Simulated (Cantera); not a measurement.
What does this Cantera script print?

```python
import numpy as np
import cantera as ct

gas = ct.Solution("gri30.yaml")


def delay(T, t_max=10):
    gas.TPX = T, 46000, {'C3H8': 1, 'O2': 3.57, 'N2': 19.3}
    reactor = ct.IdealGasConstPressureReactor(gas, clone=False)
    net = ct.ReactorNet([reactor])
    net.rtol, net.atol = 1e-8, 1e-16
    while net.time < t_max:
        t_old, T_old = net.time, reactor.T
        net.step()
        if reactor.T > T + 400:  # ignition: a rise of 400 K
            return t_old + (T + 400 - T_old) / (reactor.T - T_old) * (net.time - t_old)
    return np.nan


taus = []
for T in [1050, 1150, 1250, 1350, 1450, 1550, 1650]:
    taus.append(delay(T))
    print(f"T0 = {T:6g} K   tau = {taus[-1]:.4e} s")
```

Result:

```
T0 =   1050 K   tau = 3.6038e-01 s
T0 =   1150 K   tau = 3.2690e-02 s
T0 =   1250 K   tau = 4.3333e-03 s
T0 =   1350 K   tau = 8.9047e-04 s
T0 =   1450 K   tau = 2.7240e-04 s
T0 =   1550 K   tau = 1.1459e-04 s
T0 =   1650 K   tau = 6.0673e-05 s
```

Cantera simulation using GRI-Mech 3.0 (53 species, 325 reactions); the numbers are that mechanism's predictions, not measurements. GRI-Mech 3.0 was tuned for natural gas; its chemistry of propane as a main component is partial and can be far from experiment.
